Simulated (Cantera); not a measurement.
What does this Cantera script print?

```python
import numpy as np
import cantera as ct

gas_names = """
    CL CL2 H HCL H2 N NH NH2 NH3 N2 N2H2 N2H4 Si SiCL SiCL2 SiCL3 SiCL4 SiH SiHCL3 SiH2 SiH2CL2 SiH3
    SiH3CL SiH4 SiN Si2 Si2N Si3
""".split()
cond_names = """
    NH4CL(a) NH4CL(b) Si(cr) Si(L) Si3N4(a)
""".split()


# ... load() reads the species with a 1 bar reference pressure and builds the phases ...
atoms = {
    'SiHCl3': {'Si': 1, 'H': 1, 'CL': 3},
    'N2': {'N': 2},
}
top_T = {'Si3N4(a)': 2400}  # K; cautious upper limits of use, not melting points


# ... equilibrate(T, P, feed) seeds the gas with the atoms and calls Mixture.equilibrate('TP', solver="vcs", rtol=1e-11, max_steps=5000) ...
results = []
feed = {'SiHCl3': 1, 'N2': 160}  # mol
T = 1398.15  # K
P = 101325  # Pa
mix = equilibrate(T, P, feed)
results.append((T, P, feed, dict(zip(mix.species_names, mix.species_moles))))
print(gas.report(threshold=0.001))
for i in range(1, mix.n_phases):
    print(f"{mix.phase(i).name:16s} {mix.phase_moles(i):12.5e} mol")
```

Result:

```
       temperature   1398.2 K
          pressure   1.0132e+05 Pa
           density   0.24852 kg/m^3
  mean mol. weight   28.512 kg/kmol
   phase of matter   gas

                          1 kg             1 kmol
                     ---------------   ---------------
          enthalpy        1.1396e+06        3.2491e+07  J
   internal energy        7.3185e+05        2.0867e+07  J
           entropy            8437.9        2.4058e+05  J/K
    Gibbs function       -1.0658e+07       -3.0388e+08  J
 heat capacity c_p            1215.1             34644  J/K
 heat capacity c_v            923.44             26329  J/K

                      mass frac. Y      mole frac. X     chem. pot. / RT
                     ---------------   ---------------   ---------------
               HCL         0.0074145         0.0057985           -38.272
                N2           0.97333           0.99064           -25.795
             SiCL4          0.017146         0.0028777           -111.76
     [  +25 minor]         0.0021091        0.00068523

Si(cr)            0.00000e+00 mol
Si3N4(a)          1.52660e-01 mol
```

These are equilibrium values from Cantera (NASA tables, ideal gas, pure condensed phases), not measurements of a reactor. N2 is the only nitrogen source here; it is nearly inert below about 1500 K, so the nitride shown seldom forms there in practice. The tables' values for SiCl3 are old estimates; treat these amounts as uncertain.
